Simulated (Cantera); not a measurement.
Input (Python, Cantera):

```python
import numpy as np
import cantera as ct

gas = ct.Solution("gri30.yaml", transport_model="mixture-averaged")
show = ['NH3', 'H2', 'CH4']

rows = []
print(f"{'T/K':>7s}{'rho':>11s}{'cp':>10s}{'mu':>11s}{'lambda':>11s}{'Pr':>7s}" + "".join(f"{'D_' + s:>11s}" for s in show))
for T in [400, 650, 900, 1150, 1400, 1650, 1900]:
    gas.TPX = T, 1600, {'NO': 0.35}
    Pr = gas.cp_mass * gas.viscosity / gas.thermal_conductivity
    D = [gas.mix_diff_coeffs_mole[gas.species_index(s)] for s in show]
    rows.append([gas.density, gas.cp_mass, gas.viscosity, gas.thermal_conductivity, Pr, *D])
    print(f"{T:7g}{gas.density:11.4e}{gas.cp_mass:10.1f}{gas.viscosity:11.4e}"
          f"{gas.thermal_conductivity:11.4e}{Pr:7.3f}" + "".join(f"{d:11.4e}" for d in D))
print("SI units: kg/m3, J/kg/K, Pa s, W/m/K, m2/s")
```

It prints:

```
    T/K        rho        cp         mu     lambda     Pr      D_NH3       D_H2      D_CH4
    400 1.4436e-02     998.6 2.3120e-05 3.2415e-02  0.712 2.3901e-03 8.0167e-03 2.3353e-03
    650 8.8834e-03    1054.2 3.2312e-05 4.8223e-02  0.706 5.7894e-03 1.8073e-02 5.3851e-03
    900 6.4158e-03    1113.9 4.0086e-05 6.3038e-02  0.708 1.0245e-02 3.1042e-02 9.3239e-03
   1150 5.0211e-03    1153.1 4.7043e-05 7.6728e-02  0.707 1.5612e-02 4.6605e-02 1.4049e-02
   1400 4.1244e-03    1181.0 5.3449e-05 8.9432e-02  0.706 2.1801e-02 6.4553e-02 1.9495e-02
   1650 3.4995e-03    1202.5 5.9446e-05 1.0130e-01  0.706 2.8753e-02 8.4729e-02 2.5614e-02
   1900 3.0391e-03    1218.7 6.5123e-05 1.1247e-01  0.706 3.6423e-02 1.0701e-01 3.2368e-02
SI units: kg/m3, J/kg/K, Pa s, W/m/K, m2/s
```

Computed with Cantera and GRI-Mech 3.0 (53 species, 325 reactions). The composition is frozen, though it would react at the higher temperatures.
